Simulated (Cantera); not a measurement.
Charge: 1 mol BF₃, 6.3 mol O₂, 0.94 mol N₂, a varied amount of H₂, held at 1552 °C and 8900 Pa.

Equilibrium computed with Cantera from the NASA thermochemical tables; the gas is ideal and each condensed phase is pure. Candidate condensed phases: B, BN, B₂O₃, B₃O₃H₃, H₂O; 62 gas species. Rates play no part.

### Question
At 2.3 mol H₂, list the 7 most abundant gas species with their mole fractions, and the condensed phases.

### Answer
O₂ 0.494, HF 0.207, H₂O 0.109, N₂ 0.0893, BOF 0.0787, HBO₂ 0.0159, NO 0.00233. Condensed: gas only.
